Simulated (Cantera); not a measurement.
A freely propagating, adiabatic, planar premixed flame of CO : H2 : O2 : N2 = 1 : 1 : 1 : 3.76 (molar parts), unburnt at 623 K and 1.30 bar; mixture-averaged transport, grid criteria slope 0.08 and curve 0.16, no radiation.

Detailed kinetics in Cantera: GRI-Mech 3.0 (53 species, 325 reactions). Burning velocities carry a grid error of a few per cent, more on coarse grids.

### Question
How do the results move with these cheaper or finer settings: unity-Lewis-number transport; multicomponent transport; multicomponent+Soret transport; grid criteria slope 0.5, curve 1; grid criteria slope 0.25, curve 0.5; grid criteria slope 0.03, curve 0.06?

### Answer
```
setting                               laminar burning velocity  thermal thickness  peak x(OH)  grid points  grid points
------------------------------------  ------------------------  -----------------  ----------  -----------  -----------
as above                                              443 cm/s           0.421 mm      0.0143          146          146
unity-Lewis-number transport                          314 cm/s           0.307 mm      0.0144          141          141
multicomponent transport                              438 cm/s           0.418 mm      0.0142          146          146
multicomponent+Soret transport                        415 cm/s           0.413 mm      0.0142          146          146
grid criteria slope 0.5, curve 1                      529 cm/s           0.530 mm      0.0143           40           40
grid criteria slope 0.25, curve 0.5                   476 cm/s           0.465 mm      0.0142           59           59
grid criteria slope 0.03, curve 0.06                  437 cm/s           0.411 mm      0.0142          312          312
```
The base run took around 25 core-seconds (rough).
Unity Lewis numbers drop preferential diffusion, which matters most where H2 and H carry the flame; Soret adds thermal diffusion.
